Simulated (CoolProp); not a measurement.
Methanol along the isotherm 208.55 °C: Z from the reference equation and from simpler models built on Tc = 240.2 °C, pc = 8.216 MPa, ω = 0.565; each cubic takes its own stable root.

Computed with CoolProp (reference Helmholtz-energy equation of state, de Reuck 1993).

```csv
p (MPa),phase,reference,van der Waals,Redlich-Kwong,Soave-Redlich-Kwong
0.822,gas,0.9558,0.9643,0.9579,0.9552
1.64,gas,0.9040,0.9263,0.9132,0.9072
2.46,gas,0.8417,0.8851,0.8649,0.8548
3.29,gas,0.7657,0.8392,0.8111,0.7956
4.11,gas,0.6761,0.7882,0.7510,0.7275
4.93,liquid,0.07475,0.7286,0.6795,0.1095
5.75,liquid,0.08592,0.6530,0.1407,0.1253
6.57,liquid,0.09695,0.2079,0.1557,0.1409
7.39,liquid,0.1079,0.2246,0.1707,0.1563
8.22,liquid,0.1188,0.2427,0.1859,0.1716
9.04,liquid,0.1295,0.2610,0.2007,0.1865
9.86,liquid,0.1401,0.2794,0.2154,0.2012
10.7,liquid,0.1508,0.2983,0.2303,0.2162
11.5,liquid,0.1610,0.3162,0.2444,0.2303
12.3,liquid,0.1711,0.3341,0.2584,0.2442
```

At some of these states van der Waals, Redlich-Kwong gives the other phase, because its saturation line lies elsewhere.
